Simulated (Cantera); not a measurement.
A closed system holds: 1 mol CS₂, 0.057 mol H₂O, at 3523 K and 1.13 Torr.

Method: chemical equilibrium by Gibbs-energy minimisation in Cantera with the NASA 1993 tables (ideal gas, pure condensed phases). Candidate condensed phases: C, C₆H₆, C₇H₈, C₈H₁₈, H₂O, H₂SO₄, S; 123 gas species. Equilibrium is a limit: real reactors are often held back by kinetics, nucleation or transport.

Base state: S 0.524, CS 0.335, C 0.0648, H 0.0489, CO 0.0245, C₂ 0.00204, C₃ 0.000505, S₂ 0.000473 (mole fractions); condensed: gas only.

What changes in the equilibrium state with this change: pressure from 1.13 Torr to 8.25 Torr?


```csv
species,before,after
S,0.524,0.489
CS,0.335,0.417
H,0.0489,0.0517
C,0.0648,0.0118
CO,0.0245,0.0260
CS₂,3.95e-5,0.000337
H₂,9.29e-6,7.59e-5
SH,3.17e-5,0.000229
```

What changes in the equilibrium state with this change: CS₂ replaced by SF₆?


```
species   before    after
-------  -------  -------
F              0    0.836
S          0.524    0.140
H         0.0489   0.0129
CS         0.335        0
C         0.0648        0
CO        0.0245        0
HF             0  0.00302
C₂       0.00204        0
```
